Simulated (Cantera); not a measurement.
Equilibrium for carbothermic reduction: Fe2O3 + C + CO

Charge: 1 mol Fe2O3, 2.9 mol C, 0.75 mol CO, at 20000 Pa.

Cantera equilibrium calculation (NASA polynomials, part measured and part estimated; ideal gas, pure solids and liquids). Candidate condensed phases: C, Fe, Fe(CO)5, FeO, Fe2O3, Fe3O4; 15 gas species. Condensed phases not in the tables: cementite and carbon dissolved in iron. Equilibrium is a limit: real reactors are often held back by kinetics, nucleation or transport.

```
T (K)   x CO   x CO2      x Fe     x FeO       x O  n C(graphite)  n Fe(α)  n Fe(γ)  n Fe(δ)  n Fe(l)
-----  -----  ------  --------  --------  --------  -------------  -------  -------  -------  -------
998    0.903  0.0965    <1e-12    <1e-12    <1e-12          0.230     2.00        0        0        0
1098   0.973  0.0274  5.82e-12    <1e-12    <1e-12              0     2.00        0        0        0
1198   0.973  0.0274  2.32e-10    <1e-12    <1e-12              0        0     2.00        0        0
1298   0.973  0.0274   5.16e-9    <1e-12    <1e-12              0        0     2.00        0        0
1398   0.973  0.0274   7.29e-8  1.11e-11    <1e-12              0        0     2.00        0        0
1498   0.973  0.0274   7.19e-7  2.06e-10  2.64e-12              0        0     2.00        0        0
1598   0.973  0.0274   5.28e-6   2.64e-9  3.87e-11              0        0     2.00        0        0
1698   0.973  0.0274   3.04e-5   2.47e-8  4.14e-10              0        0        0     2.00        0
1798   0.972  0.0274  0.000143   1.78e-7   3.39e-9              0        0        0     2.00        0
1898   0.972  0.0274  0.000543   9.90e-7   2.22e-8              0        0        0        0     2.00
1998   0.971  0.0273   0.00178   4.56e-6   1.21e-7              0        0        0        0     1.99
2098   0.968  0.0272   0.00519   1.80e-5   5.57e-7              0        0        0        0     1.98
```
x: gas mole fraction; n: condensed amount in mol.

At 998 K the condensed part is C(graphite) + Fe(α). At 1098 K the condensed part is Fe(α). From 1198 K to 1598 K the condensed part is Fe(γ). From 1698 K to 1798 K the condensed part is Fe(δ). From 1898 K to 2098 K the condensed part is Fe(l).
